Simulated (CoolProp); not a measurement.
Neopentane at several states: density (kg/m³) from the reference equation and from simpler models built on Tc = 160.6 °C, pc = 3196 kPa, ω = 0.196; each cubic takes its own stable root.

The numbers come from the reference Helmholtz-energy equation of state, Lemmon 2006 in CoolProp. It is a short technical equation, of lower accuracy than the large ones.

```tsv
T (°C)	p (kPa)	phase	reference	van der Waals	Redlich-Kwong	Peng-Robinson
143.35	12200	liquid	477.4	?	448.5	?
107.85	627	gas	16.05	15.62	15.95	?
159.85	5140	liquid	?	282.1	?	382.0
```

**Question.** Complete the blanks.

**Answer.** 
- 143.35, van der Waals: 347.6
- 143.35, Peng-Robinson: 504.3
- 107.85, Peng-Robinson: 16.18
- 159.85, reference: 393.4
- 159.85, Redlich-Kwong: 343.6
